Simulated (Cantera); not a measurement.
What does this Cantera script print?

```python
import numpy as np
import cantera as ct

gas_names = [...]  # 60 gases of nasa_gas.yaml made of H, N, O, S
cond_names = """
    H2O(s) H2O(L) H2SO4(L) S(cr1) S(cr2) S(L)
""".split()


# ... load() reads the species with a 1 bar reference pressure and builds the phases ...
atoms = {
    'N2O': {'N': 2, 'O': 1},
    'SO2': {'S': 1, 'O': 2},
    'H2': {'H': 2},
}
top_T = {}  # K; cautious upper limits of use, not melting points


# ... equilibrate(T, P, feed) seeds the gas with the atoms and calls Mixture.equilibrate('TP', solver="vcs", rtol=1e-11, max_steps=5000) ...
results = []
feed = {'N2O': 1, 'SO2': 0.0036, 'H2': 0.08}  # mol
P = 52  # Pa
for T in [3000, 3250, 3500, 3750, 4000, 4250, 4500, 4750, 5000]:
    mix = equilibrate(T, P, feed)
    results.append((T, P, feed, dict(zip(mix.species_names, mix.species_moles))))

top = {s: max(r[3][s] / sum(r[3][g] for g in gas_names) for r in results) for s in gas_names}
cols = sorted((s for s in top if top[s] > 1e-06), key=lambda s: -top[s])[:8]
seen = [c for c in cond_names if any(r[3].get(c, 0) > 1e-12 for r in results)]
print("log10 of partial pressures in bar; condensed amounts in mol")
print(f"{'T/K':>10s}" + "".join(f"{s[:9]:>10s}" for s in cols + seen))
for T, P, feed, n in results:
    ng = sum(n[g] for g in gas_names)
    print(f"{T:10.4g}" + "".join(f"{np.log10(max(n[s] / ng * P / 1e5, 1e-99)):10.3f}" for s in cols)
          + "".join(f"{n.get(c, 0):10.4g}" for c in seen))
```

Output:

```
log10 of partial pressures in bar; condensed amounts in mol
       T/K         N        N2         O         H        O2        NO         S        OH
      3000    -6.665    -3.619    -3.635    -4.419    -5.378    -5.429    -6.124    -6.238
      3250    -6.021    -3.622    -3.624    -4.417    -6.043    -5.642    -6.076    -6.829
      3500    -5.467    -3.626    -3.622    -4.418    -6.629    -5.832    -6.068    -7.347
      3750    -4.990    -3.635    -3.623    -4.421    -7.144    -6.005    -6.069    -7.803
      4000    -4.579    -3.657    -3.630    -4.427    -7.605    -6.168    -6.076    -8.212
      4250    -4.231    -3.707    -3.644    -4.442    -8.028    -6.336    -6.092    -8.589
      4500    -3.948    -3.804    -3.668    -4.466    -8.428    -6.524    -6.122    -8.950
      4750    -3.736    -3.977    -3.702    -4.501    -8.812    -6.748    -6.171    -9.298
      5000    -3.602    -4.245    -3.737    -4.536    -9.165    -7.010    -6.235    -9.620
```

Method: chemical equilibrium by Gibbs-energy minimisation in Cantera with the NASA 1993 tables (ideal gas, pure condensed phases).
